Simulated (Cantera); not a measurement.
A Cantera script and its output.

```python
import numpy as np
import cantera as ct

gas = ct.Solution("gri30.yaml")
gas.TPX = 1650, 11000, {'NO': 1, 'N2': 7}
reactor = ct.IdealGasConstPressureReactor(gas, energy="off", clone=False)
net = ct.ReactorNet([reactor])
net.rtol, net.atol = 1e-08, 1e-18
show = ['NO', 'O2', 'N2', 'NO2', 'O', 'N2O']
times = np.geomspace(3e-06, 40, 10)

steps = ct.SolutionArray(gas, extra=["t"])
rows = []
print(f"{'t/s':>10s}{'T/K':>9s}{'P/Pa':>11s}" + "".join(f"{s:>11s}" for s in show))
for t in times:
    while net.time < t:
        t_next = net.step()
        steps.append(gas.state, t=t_next)
    rows.append([np.interp(t, steps.t, y) for y in (steps.T, steps.P, *steps(*show).X.T)])
    print(f"{t:10.3e}{rows[-1][0]:9.1f}{rows[-1][1]:11.4g}" + "".join(f"{x:11.3e}" for x in rows[-1][2:]))
rate = np.gradient(steps.T, steps.t)
print("integrator steps:", len(steps.t))
if steps.T.max() > steps.T[0] + 200:
    print(f"time of steepest temperature rise: {steps.t[rate.argmax()]:.4e} s")
gas.TPX = 1650, 11000, {'NO': 1, 'N2': 7}
gas.equilibrate("TP")
print(f"equilibrium (TP): T = {gas.T:.1f} K  " + "  ".join(f"{s} {gas[s].X[0]:.3e}" for s in show))
```

It prints:

```
       t/s      T/K       P/Pa         NO         O2         N2        NO2          O        N2O
 3.000e-06   1650.0    1.1e+04  1.250e-01  1.120e-15  8.750e-01  1.030e-13  2.752e-10  2.753e-10
 1.857e-05   1650.0    1.1e+04  1.250e-01  4.294e-14  8.750e-01  3.948e-12  1.700e-09  1.704e-09
 1.149e-04   1650.0    1.1e+04  1.250e-01  1.625e-12  8.750e-01  1.491e-10  1.041e-08  1.054e-08
 7.114e-04   1650.0    1.1e+04  1.250e-01  5.959e-11  8.750e-01  5.380e-09  6.027e-08  6.491e-08
 4.403e-03   1650.0    1.1e+04  1.250e-01  1.978e-09  8.750e-01  1.505e-07  2.671e-07  3.902e-07
 2.725e-02   1650.0    1.1e+04  1.250e-01  9.226e-08  8.750e-01  1.995e-06  8.712e-07  2.026e-06
 1.687e-01   1650.0    1.1e+04  1.250e-01  7.731e-06  8.750e-01  9.117e-06  2.620e-06  5.315e-06
 1.044e+00   1650.0    1.1e+04  1.248e-01  9.343e-05  8.751e-01  1.015e-05  2.870e-06  5.663e-06
 6.462e+00   1650.0    1.1e+04  1.237e-01  6.272e-04  8.756e-01  1.227e-05  3.413e-06  5.555e-06
 4.000e+01   1650.0    1.1e+04  1.172e-01  3.866e-03  8.789e-01  2.024e-05  5.651e-06  4.949e-06
integrator steps: 524
equilibrium (TP): T = 1650.0 K  NO 1.416e-03  O2 6.178e-02  N2 9.368e-01  NO2 8.990e-07  O 1.953e-05  N2O 3.022e-08
```

Model: GRI-Mech 3.0 (53 species, 325 reactions), integrated in Cantera.
